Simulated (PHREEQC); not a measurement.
**Leach liquor: speciation**

A solution holds 12 mmol/kgw HCl, 1.7 mmol/kgw LiCl and 26 mmol/kgw Fe2(SO4)3, at 25 °C. Closed to the air; pH follows from the charge balance.

Model: ion-association model, wateq4f.dat, run in PHREEQC.

Each row changes one thing in this solution. Precipitation was switched off in this run.

| case | pH | ionic strength (mol/kgw) | FeSO4+ (mol/kgw) | SO4-2 (mol/kgw) | Fe(SO4)2- (mol/kgw) | HSO4- (mol/kgw) | SI of Goethite (FeOOH) | SI of Hematite (Fe2O3) |
|---|---|---|---|---|---|---|---|---|
| as made | 2.23 | 0.0917 | 0.0402 | 0.0186 | 0.00629 | 0.00526 | +4.29 | +10.58 |
| diluted 5-fold with water | 2.61 | 0.0245 | 0.00792 | 0.00564 | 0.000546 | 0.000861 | +5.14 | +12.29 |
| temperature from 25 to 85 °C | (withheld) | 0.121 | 0.0295 | 0.0182 | 0.00443 | 0.0196 | +5.60 | +13.45 |
| HCl replaced by KCl at the same molality | 2.62 | 0.112 | 0.0370 | (withheld) | (withheld) | (withheld) | +5.36 | +12.73 |
| LiCl replaced by LiBr at the same molality | 2.23 | 0.0917 | 0.0402 | 0.0186 | 0.00629 | 0.00526 | +4.29 | +10.58 |

### Question
Fill in the missing entries.

### Answer

- temperature from 25 to 85 °C, pH: 2.25
- HCl replaced by KCl at the same molality, SO4-2 (mol/kgw): 0.0235
- HCl replaced by KCl at the same molality, Fe(SO4)2- (mol/kgw): 0.00685
- HCl replaced by KCl at the same molality, HSO4- (mol/kgw): 0.00254

Species that the database lacks are ignored. Some of these states are supersaturated (in Hematite (slow to form), Goethite (slow to form), Jarosite-K, for instance). At this temperature some constants are extrapolated from 25 °C, and those without enthalpy data are left unchanged.
